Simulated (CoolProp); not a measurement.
The numbers come from the reference Helmholtz-energy equation of state, Span 2000 in CoolProp.

Task: For nitrogen, give the phase and the cv (kJ/(kg K)) at 143.8 K and 0.633 bar; 143.8 K and 2.17 bar.

Result: 
- 143.8 K and 0.633 bar: gas; cv 0.744
- 143.8 K and 2.17 bar: gas; cv 0.747
